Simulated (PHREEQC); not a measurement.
Dissolve 0.044 mol HF and 0.00028 mol NH4F per kg of water at 92 °C. Closed to the air; pH follows from the charge balance.

Computed with PHREEQC (ion-association model, wateq4f.dat).

```json
[
 {"quantity": "pH", "before": "2.56", "after": "2.36"},
 {"quantity": "ionic strength (mol/kgw)", "before": "0.00320", "after": "0.00500"},
 {"quantity": "F- (mol/kgw)", "before": "0.00275", "after": "0.00436"},
 {"quantity": "HF2- (mol/kgw)", "before": "0.000451", "after": "0.000640"},
 {"quantity": "H2F2 (mol/kgw)", "before": "0.000285", "after": "0.00183"}
]
```

What was changed between the two runs?
A) NH4F from 0.00028 to 0.000252 mol/kgw
B) 0.006 mol/kgw Na2CO3 added
C) NH4F from 0.00028 to 0.000308 mol/kgw
D) diluted 2-fold with water
E) temperature from 92 to 40 °C

E, temperature from 92 to 40 °C

Precipitation was switched off in this run. Constants without temperature data keep their 25 °C values here.
